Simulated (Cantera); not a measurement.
Feed: 1 mol trisilylamine, 67 mol N2, 5.2 mol H2, equilibrated at 100000 Pa.

Cantera equilibrium calculation (NASA polynomials, part measured and part estimated; ideal gas, pure solids and liquids). Candidate condensed phases: Si, Si3N4; 18 gas species. The feed counts by its element totals alone. The numbers say what is thermodynamically allowed, not how fast it happens. All values below are at 877 °C.

Base state: N2 0.871, H2 0.129, NH3 1.05e-5 (mole fractions); condensed: Si3N4(s).

### Question
What changes in the equilibrium state with this change: trisilylamine replaced by SiCl4?

### Answer
```
species         before     after
-------------  -------  --------
N2               0.871     0.903
HCl                  0    0.0516
H2               0.129    0.0449
SiCl4                0  0.000679
SiHCl3               0   1.20e-5
NH3            1.05e-5   2.20e-6
Si3N4(s), mol     1.00     0.316
```
N2 is the only nitrogen source here; it is nearly inert below about 1500 K, so the nitride shown seldom forms there in practice. Further candidate phases: NH4Cl.
